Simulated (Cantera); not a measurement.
Charge: 1 mol SiCl4, 370 mol H2, held at 2198.15 K.

Equilibrium computed with Cantera from the NASA thermochemical tables; the gas is ideal and each condensed phase is pure. Candidate condensed phases: Si; 19 gas species. Gases not in the tables: Si2H6 and higher silanes. Kinetics and transport are ignored.

Question: Which condensed phases are stable at each of these points (P (Pa)): 100, 400, 1600, 6300, 25000, 100000?

Answer: 
| P (Pa) | condensed phases | Si condensed (%) |
|---|---|---|
| 100 | gas only | 0.0 |
| 400 | gas only | 0.0 |
| 1600 | gas only | 0.0 |
| 6300 | gas only | 0.0 |
| 25000 | Si(l) | 9.7 |
| 100000 | Si(l) | 59.6 |

From 0.00100 bar to 0.0630 bar nothing is condensed. From 0.250 bar to 1.00 bar the condensed part is Si(l).
